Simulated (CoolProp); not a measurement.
A simple Rankine cycle with hexamethyldisiloxane (MM): condensing at 310.15 K, boiler at 0.102 MPa, turbine inlet 389 K, turbine efficiency 0.6, pump efficiency 0.6, no recuperator. Each further row changes one setting.

Computed with CoolProp (reference Helmholtz-energy equation of state, Thol 2016).

| case | thermal efficiency (%) | net work (kJ/kg) | heat in (kJ/kg) | turbine exit temperature (K) | volume ratio over the turbine |
|---|---|---|---|---|---|
| as stated | 7.5 | 26.0 | 348 | 371.6 | 10.3 |
| turbine inlet 409 K | 7.2 | 27.5 | [?] | 391.6 | 10.2 |
| condensing temperature 302.15 K | 8.3 | [?] | 363 | 369.0 | 15.0 |
| boiler pressure 0.0714 MPa | 6.4 | [?] | 349 | 374.6 | 7.14 |
| turbine efficiency 0.5 | [?] | [?] | 348 | 374.2 | [?] |

Task: Some entries are withheld; supply them.

Result: 
- turbine inlet 409 K, heat in (kJ/kg): 383
- condensing temperature 302.15 K, net work (kJ/kg): 30.1
- boiler pressure 0.0714 MPa, net work (kJ/kg): 22.3
- turbine efficiency 0.5, thermal efficiency (%): 6.2
- turbine efficiency 0.5, net work (kJ/kg): 21.6
- turbine efficiency 0.5, volume ratio over the turbine: 10.4
